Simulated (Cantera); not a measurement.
## Adiabatic ignition

An adiabatic, constant-pressure homogeneous reactor starts with CH₄ : O₂ : N₂ = 1 : 2.5 : 9.4 (molar parts), equivalence ratio 0.80, at 1750 K and 1.01 bar.

Computed with Cantera and GRI-Mech 3.0 (53 species, 325 reactions).

```
t (s)     T (K)   x CH₄    x O₂     x CO₂    x CH₂O    x C₂H₄     x CH₂
--------  -----  ------  ------  --------  --------  --------  --------
3.00e-6    1750  0.0775   0.194  3.09e-10   3.45e-7  5.70e-10  5.30e-11
7.67e-6    1750  0.0775   0.194   3.65e-9   2.70e-6   1.67e-8  2.55e-10
1.96e-5    1750  0.0774   0.194   5.67e-8   2.20e-5   4.30e-7   1.80e-9
5.02e-5    1750  0.0767   0.193   1.58e-6  0.000211   1.43e-5   2.50e-8
0.000128   1823  0.0585   0.179  0.000375   0.00347   0.00143   5.51e-6
0.000328   2720  <1e-12  0.0482    0.0438  1.26e-10    <1e-12    <1e-12
0.000839   2768  <1e-12  0.0457    0.0460  1.29e-10    <1e-12    <1e-12
0.00215    2762  <1e-12  0.0431    0.0461  1.30e-10    <1e-12    <1e-12
0.00549    2758  <1e-12  0.0417    0.0461  1.30e-10    <1e-12    <1e-12
0.0140     2758  <1e-12  0.0416    0.0461  1.31e-10    <1e-12    <1e-12
0.0359     2758  <1e-12  0.0416    0.0461  1.31e-10    <1e-12    <1e-12
0.0918     2758  <1e-12  0.0416    0.0461  1.31e-10    <1e-12    <1e-12
0.235      2758  <1e-12  0.0416    0.0461  1.31e-10    <1e-12    <1e-12
0.600      2758  <1e-12  0.0416    0.0461  1.31e-10    <1e-12    <1e-12
```
x: mole fraction; the columns are a selection and need not sum to one.

* **time of steepest temperature rise**: 0.150 ms
* **temperature at 0.600 s**: 2758 K
* **equilibrium temperature**: 2758 K
* **x(CH₄) at 0.600 s**: <1e-12 (gas-phase equilibrium <1e-12)
* **x(O₂) at 0.600 s**: 0.0416 (gas-phase equilibrium 0.0416)
* **x(CO₂) at 0.600 s**: 0.0461 (gas-phase equilibrium 0.0461)
